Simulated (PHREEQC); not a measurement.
Ca(OH)2 is added in steps, without added water, to 1 kg of water holding 68 mmol/kgw FeCl3, at 20 °C. O2 is buffered at 0.21 atm. No CO2 enters from the air. Solids allowed: Portlandite, Fe(OH)3(a). Others were left out.

Base run: PHREEQC, ion-association model, wateq4f.dat. Each further column changes one thing. The table gives pH.

| Ca(OH)2 added (mol) | base | diluted 10-fold with water | FeCl3 from 0.068 to 0.0612 mol/kgw | FeCl3 from 0.068 to 0.0068 mol/kgw | no solid may form |
|---|---|---|---|---|---|
| 0 | 1.94 | 2.48 | 1.95 | 2.48 | 1.94 |
| 0.02 | 2.42 | 12.29 | 2.48 | 12.29 | 2.42 |
| 0.035 | 2.73 | 12.60 | 2.74 | 12.60 | 2.91 |
| 0.055 | 2.77 | 12.60 | 2.79 | 12.60 | 5.65 |
| 0.075 | 2.83 | 12.60 | 2.88 | 12.60 | 6.65 |
| 0.09 | 2.93 | 12.60 | 3.22 | 12.60 | 7.38 |
| 0.11 | 11.98 | 12.60 | 12.35 | 12.60 | 8.53 |
| 0.125 | 12.36 | 12.60 | 12.37 | 12.60 | 9.27 |
| 0.145 | 12.36 | 12.60 | 12.37 | 12.60 | 11.98 |
| 0.165 | 12.36 | 12.60 | 12.37 | 12.60 | 12.48 |
| 0.18 | 12.36 | 12.60 | 12.37 | 12.60 | 12.66 |
| 0.2 | 12.36 | 12.60 | 12.37 | 12.60 | 12.82 |

 In at least one series the solution becomes supersaturated in solids that the run did not let form, among them Portlandite, Fe(OH)3(a).
